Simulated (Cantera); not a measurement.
Cantera run:

```python
import numpy as np
import cantera as ct

gas_names = [...]  # 151 gases of nasa_gas.yaml made of C, H, N, O, Si
cond_names = """
    C(gr) C6H6(L) C7H8(L) C8H18(L),n-octa H2O(s) H2O(L) Si(cr) Si(L) SiC(b) SiO2(Lqz) SiO2(hqz) SiO2(L)
    Si2N2O(s) Si3N4(a)
""".split()


# ... load() reads the species with a 1 bar reference pressure and builds the phases ...
atoms = {
    'Si3N4': {'Si': 3, 'N': 4},
    'CO2': {'C': 1, 'O': 2},
    'H2': {'H': 2},
    'H2O': {'H': 2, 'O': 1},
}
top_T = {'C(gr)': 4500, 'SiC(b)': 3050, 'Si2N2O(s)': 2100, 'Si3N4(a)': 2400}  # K; cautious upper limits of use, not melting points


# ... equilibrate(T, P, feed) seeds the gas with the atoms and calls Mixture.equilibrate('TP', solver="vcs", rtol=1e-11, max_steps=5000) ...
results = []
feed = {'Si3N4': 1, 'CO2': 0.11, 'H2': 1, 'H2O': 0.006}  # mol
P = 0.12  # Pa
for T in [923, 1023, 1123, 1223, 1323, 1423, 1523, 1623, 1723, 1823, 1923, 2023, 2123]:
    mix = equilibrate(T, P, feed)
    results.append((T, P, feed, dict(zip(mix.species_names, mix.species_moles))))
    x = sorted(zip(gas.X, gas.species_names), reverse=True)
    print(f"T = {T:g} K  P = {P:g} Pa  gas = {mix.phase_moles(0):.4g} mol")
    print("   x: " + "  ".join(f"{s} {v:.3e}" for v, s in x if v > 0.0001))
    print("   condensed (mol): " + ("  ".join(f"{mix.phase(i).name} {mix.phase_moles(i):.4g}"
          for i in range(1, mix.n_phases) if mix.phase_moles(i) > 1e-12) or "none"))
```

Output:

```
T = 923 K  P = 0.12 Pa  gas = 1.15 mol
   x: H2 8.745e-01  N2 1.255e-01
   condensed (mol): C(gr) 0.006451  SiC(b) 0.1035  Si2N2O(s) 0.226  Si3N4(a) 0.8148
T = 1023 K  P = 0.12 Pa  gas = 1.155 mol
   x: H2 8.712e-01  N2 1.288e-01
   condensed (mol): SiC(b) 0.11  Si2N2O(s) 0.226  Si3N4(a) 0.8127
T = 1123 K  P = 0.12 Pa  gas = 1.155 mol
   x: H2 8.712e-01  N2 1.287e-01
   condensed (mol): SiC(b) 0.11  Si2N2O(s) 0.226  Si3N4(a) 0.8127
T = 1223 K  P = 0.12 Pa  gas = 1.155 mol
   x: H2 8.709e-01  N2 1.288e-01  H 2.561e-04  SiO 1.290e-04
   condensed (mol): SiC(b) 0.11  Si2N2O(s) 0.2258  Si3N4(a) 0.8127
T = 1323 K  P = 0.12 Pa  gas = 2.818 mol
   x: N2 6.360e-01  H2 3.566e-01  SiO 6.400e-03  H 8.644e-04
   condensed (mol): Si(cr) 2.457  SiC(b) 0.1098  Si2N2O(s) 0.2077
T = 1423 K  P = 0.12 Pa  gas = 3.242 mol
   x: N2 6.170e-01  H2 3.087e-01  SiO 6.834e-02  H 3.369e-03  CO 1.380e-03  Si 1.273e-03
   condensed (mol): Si(cr) 2.669  SiC(b) 0.1055
T = 1523 K  P = 0.12 Pa  gas = 3.301 mol
   x: N2 6.059e-01  H2 2.990e-01  SiO 6.651e-02  Si 1.502e-02  H 1.154e-02  CO 1.956e-03
   condensed (mol): Si(cr) 2.627  SiC(b) 0.1034
T = 1623 K  P = 0.12 Pa  gas = 3.79 mol
   x: N2 5.276e-01  H2 2.496e-01  Si 1.304e-01  SiO 5.728e-02  H 3.152e-02  CO 2.347e-03  Si2C 4.834e-04  Si2 3.743e-04  SiH 1.432e-04  Si2N 1.409e-04
   condensed (mol): Si(cr) 2.18  SiC(b) 0.09924
T = 1723 K  P = 0.12 Pa  gas = 6.153 mol
   x: Si 4.398e-01  N2 3.249e-01  H2 1.330e-01  H 6.071e-02  SiO 3.013e-02  CO 6.597e-03  Si2C 3.041e-03  Si2 1.118e-03  SiH 2.527e-04  SiN 1.542e-04  Si3 1.491e-04  Si2N 1.454e-04
   condensed (mol): SiC(b) 0.05048
T = 1823 K  P = 0.12 Pa  gas = 6.499 mol
   x: Si 4.410e-01  N2 3.076e-01  H 1.213e-01  H2 9.405e-02  SiO 1.844e-02  CO 1.633e-02  Si2C 5.570e-04  Si2 3.417e-04  SiH 1.583e-04  SiN 1.110e-04
   condensed (mol): none
T = 1923 K  P = 0.12 Pa  gas = 6.773 mol
   x: Si 4.253e-01  N2 2.952e-01  H 1.946e-01  H2 5.119e-02  SiO 1.717e-02  CO 1.620e-02  Si2 1.093e-04
   condensed (mol): none
T = 2023 K  P = 0.12 Pa  gas = 6.979 mol
   x: Si 4.131e-01  N2 2.865e-01  H 2.475e-01  H2 2.038e-02  SiO 1.663e-02  CO 1.576e-02
   condensed (mol): none
T = 2123 K  P = 0.12 Pa  gas = 7.073 mol
   x: Si 4.076e-01  N2 2.827e-01  H 2.708e-01  SiO 1.640e-02  CO 1.555e-02  H2 6.835e-03
   condensed (mol): none
```

Cantera equilibrium calculation (NASA polynomials, part measured and part estimated; ideal gas, pure solids and liquids). Mutual solubility and eutectic melting of coexisting phases are not modelled. The tables' values for SiN are old estimates; treat these amounts as uncertain.
